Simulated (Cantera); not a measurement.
**Gas-phase reforming**

An isothermal, constant-pressure homogeneous reactor starts with 37.5 % CH4, 52.4 % CO2, 10.1 % H2, at 1773 K and 0.140 bar.

Detailed kinetics in Cantera: GRI-Mech 3.0 (53 species, 325 reactions).

```
t (s)        x CH4   x CO2   x H2     x OH    x CH2O     x C2H      x O2
--------  --------  ------  -----  -------  --------  --------  --------
3.00e-6      0.375   0.524  0.101  3.26e-8  4.31e-11    <1e-12    <1e-12
1.30e-5      0.374   0.524  0.101  4.85e-8   1.63e-9    <1e-12    <1e-12
5.63e-5      0.374   0.524  0.101  1.17e-7   8.65e-8    <1e-12    <1e-12
0.000244     0.372   0.524  0.102  4.13e-7   5.18e-6  5.90e-12    <1e-12
0.00106      0.352   0.516  0.115  1.50e-6   7.81e-5   7.62e-9  7.00e-12
0.00458      0.235   0.448  0.211  3.64e-6   6.10e-5   2.74e-7  9.28e-11
0.0199      0.0869   0.279  0.267  9.69e-6   2.30e-5   7.56e-7  5.36e-10
0.0860      0.0157  0.0967  0.232  2.38e-5   6.73e-6   1.33e-6   2.88e-9
0.373      0.00971  0.0569  0.312  1.40e-5   1.70e-6   6.08e-7   1.35e-9
1.62       0.00431  0.0303  0.388  7.00e-6   2.94e-7   1.41e-7  5.18e-10
7.00      0.000520  0.0210  0.419  4.75e-6   3.29e-8   3.64e-9  2.99e-10
```
x: mole fraction; the columns are a selection and need not sum to one.

Equilibrium at this temperature and pressure: CH4 2.99e-9, CO2 0.0206, H2 0.421, OH 4.76e-6, CH2O 1.21e-8, C2H <1e-12, O2 3.01e-10 (gas phase only).
